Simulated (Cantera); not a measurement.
Input: 1 mol Fe2O3, 0.33 mol SO2, 0.75 mol O2, held at 1173 K and 100 Torr.

Method: chemical equilibrium by Gibbs-energy minimisation in Cantera with the NASA 1993 tables (ideal gas, pure condensed phases). Candidate condensed phases: Fe, FeO, FeS, FeSO4, FeS2, Fe2O3, Fe2(SO4)3, Fe3O4, S; 12 gas species. Kinetics and transport are ignored.

Base state: O2 0.690, SO2 0.282, SO3 0.0275 (mole fractions); condensed: Fe2O3(s).

Question: What changes in the equilibrium state with this change: temperature from 1173 K to 1123.15 K?

Answer: 
```csv
species,before,after
O2,0.690,0.688
SO2,0.282,0.271
SO3,0.0275,0.0410
"Fe2O3(s), mol",1.00,1.00
```

Question: What changes in the equilibrium state with this change: pressure from 100 Torr to 315 Torr?

Answer: 
```json
[
 {"species": "O2", "before": "0.690", "after": "0.687"},
 {"species": "SO2", "before": "0.282", "after": "0.267"},
 {"species": "SO3", "before": "0.0275", "after": "0.0460"},
 {"species": "Fe2O3(s), mol", "before": "1.00", "after": "1.00"}
]
```
